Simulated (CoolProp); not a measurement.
Vapour-liquid equilibrium of benzene (1) + octamethylcyclotetrasiloxane (D4) (2) at 49.1 kPa; x and y are mole fractions of (1).

Computed with CoolProp (multi-fluid Helmholtz-energy mixture model, Thol 2012 and Thol 2015; pair parameters Bell 2016).

### Question
Give the bubble temperature and the first vapour's composition at x = 0.275, 0.575, 0.95. Is there an azeotrope?

### Answer
x = 0.275: 97.2 °C, y = 0.883; x = 0.575: 74.0 °C, y = 0.975; x = 0.95: 59.7 °C, y = 0.999. No azeotrope shows between x = 0.05 and 0.95.

The pair parameters rest on a limited set of measurements; away from them the model extrapolates.
